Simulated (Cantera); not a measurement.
A Cantera script and its output.

```python
import numpy as np
import cantera as ct

gas = ct.Solution("SiF4_NH3_mec.yaml", "gas")
gas.TPX = 1898, 2666, {'NH3': 1, 'H2': 0.27}
reactor = ct.IdealGasConstPressureReactor(gas, energy="off", clone=False)
net = ct.ReactorNet([reactor])
net.rtol, net.atol = 1e-08, 1e-18
show = ['NH3', 'H2', 'H', 'N2', 'N2H2']
times = np.geomspace(9e-05, 40, 12)

steps = ct.SolutionArray(gas, extra=["t"])
rows = []
print(f"{'t/s':>10s}{'T/K':>9s}{'P/Pa':>11s}" + "".join(f"{s:>11s}" for s in show))
for t in times:
    while net.time < t:
        t_next = net.step()
        steps.append(gas.state, t=t_next)
    rows.append([np.interp(t, steps.t, y) for y in (steps.T, steps.P, *steps(*show).X.T)])
    print(f"{t:10.3e}{rows[-1][0]:9.1f}{rows[-1][1]:11.4g}" + "".join(f"{x:11.3e}" for x in rows[-1][2:]))
rate = np.gradient(steps.T, steps.t)
print("integrator steps:", len(steps.t))
if steps.T.max() > steps.T[0] + 200:
    print(f"time of steepest temperature rise: {steps.t[rate.argmax()]:.4e} s")
gas.TPX = 1898, 2666, {'NH3': 1, 'H2': 0.27}
gas.equilibrate("TP")
print(f"equilibrium (TP): T = {gas.T:.1f} K  " + "  ".join(f"{s} {gas[s].X[0]:.3e}" for s in show))
```

It prints:

```
       t/s      T/K       P/Pa        NH3         H2          H         N2       N2H2
 9.000e-05   1898.0       2666  7.874e-01  2.126e-01  1.225e-06  1.558e-11  2.273e-10
 2.935e-04   1898.0       2666  7.873e-01  2.126e-01  3.692e-06  3.061e-09  4.792e-09
 9.575e-04   1898.0       2666  7.872e-01  2.126e-01  1.170e-05  2.927e-07  7.377e-08
 3.123e-03   1898.0       2666  7.868e-01  2.128e-01  3.675e-05  1.741e-05  1.034e-06
 1.019e-02   1898.0       2666  7.843e-01  2.143e-01  7.729e-05  5.476e-04  5.842e-06
 3.322e-02   1898.0       2666  7.737e-01  2.219e-01  8.383e-05  3.494e-03  6.328e-06
 1.084e-01   1898.0       2666  7.404e-01  2.459e-01  9.394e-05  1.282e-02  5.889e-06
 3.534e-01   1898.0       2666  6.449e-01  3.147e-01  1.250e-04  3.956e-02  4.737e-06
 1.153e+00   1898.0       2666  4.310e-01  4.688e-01  2.112e-04  9.946e-02  2.634e-06
 3.760e+00   1898.0       2666  1.550e-01  6.675e-01  4.138e-04  1.767e-01  6.863e-07
 1.226e+01   1898.0       2666  1.445e-02  7.684e-01  1.010e-03  2.161e-01  4.071e-08
 4.000e+01   1898.0       2666  3.280e-05  7.759e-01  4.234e-03  2.198e-01  8.106e-12
integrator steps: 1469
equilibrium (TP): T = 1898.0 K  NH3 2.044e-07  H2 7.760e-01  H 4.245e-03  N2 2.198e-01  N2H2 6.895e-15
```

Model: the gas-phase N/H chemistry of the illustrative SiF4/NH3 mechanism in the Surface Chemkin manual (1991), integrated in Cantera. Walls and surfaces, which speed up NH3 decomposition in real reactors, are not modelled.
